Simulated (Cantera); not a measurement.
**Cu + F2 (aluminium and copper etching)**

Charge: 1 mol Cu, 2.1 mol F2, at 1.10 Pa.

Equilibrium computed with Cantera from the NASA thermochemical tables; the gas is ideal and each condensed phase is pure. Candidate condensed phases: Cu, CuF2; 6 gas species. Equilibrium is a limit: real reactors are often held back by kinetics, nucleation or transport.

```tsv
T (°C)	x F	x CuF2	x F2	x CuF	n CuF2(s)
602	0.968	0.0137	0.0181	2.99e-11	0.970
652	0.904	0.0916	0.00465	2.61e-9	0.779
702	0.686	0.313	0.000894	1.11e-7	0
752	0.687	0.313	0.000333	8.36e-7	0
802	0.687	0.313	0.000135	5.24e-6	0
852	0.687	0.312	5.94e-5	2.79e-5	0
902	0.688	0.312	2.80e-5	0.000129	0
952	0.688	0.312	1.40e-5	0.000526	0
```
x: gas mole fraction; n: condensed amount in mol.

From 602 °C to 652 °C the condensed part is CuF2(s). From 702 °C to 952 °C nothing is condensed. The main Cu-bearing gas is CuF2 throughout.
